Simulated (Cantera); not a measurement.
An isothermal, constant-pressure homogeneous reactor starts with NH3 : N2 = 1 : 5.5 (molar parts), at 1675 K and 0.380 bar.

Model: the gas-phase N/H chemistry of the illustrative SiF4/NH3 mechanism in the Surface Chemkin manual (1991), integrated in Cantera. Walls and surfaces, which speed up NH3 decomposition in real reactors, are not modelled.

x: mole fraction; the columns are a selection and need not sum to one.

| t (s) | x NH3 | x NH2 | x H2 | x N2 | x H |
|---|---|---|---|---|---|
| 1.00e-6 | 0.154 | 1.12e-8 | 2.31e-9 | 0.846 | 6.56e-9 |
| 9.38e-6 | 0.154 | 1.53e-7 | 6.94e-8 | 0.846 | 1.39e-8 |
| 8.80e-5 | 0.154 | 1.55e-6 | 7.67e-7 | 0.846 | 1.39e-8 |
| 0.000826 | 0.154 | 1.46e-5 | 7.55e-6 | 0.846 | 1.51e-8 |
| 0.00775 | 0.154 | 8.53e-5 | 0.000205 | 0.846 | 9.92e-8 |
| 0.0727 | 0.151 | 8.55e-5 | [?] | 0.845 | [?] |
| 0.682 | 0.131 | 6.79e-5 | 0.0302 | 0.839 | 6.33e-6 |
| 6.40 | 0.0463 | 2.91e-5 | 0.140 | 0.814 | 3.52e-5 |
| 60.0 | [?] | [?] | [?] | 0.801 | [?] |

Question: Fill in the missing entries.

Answer: 
- 0.0727, x H2: 0.00338
- 0.0727, x H: 8.21e-7
- 60.0, x NH3: 0.00218
- 60.0, x NH2: 2.17e-6
- 60.0, x H2: 0.197
- 60.0, x H: 7.86e-5
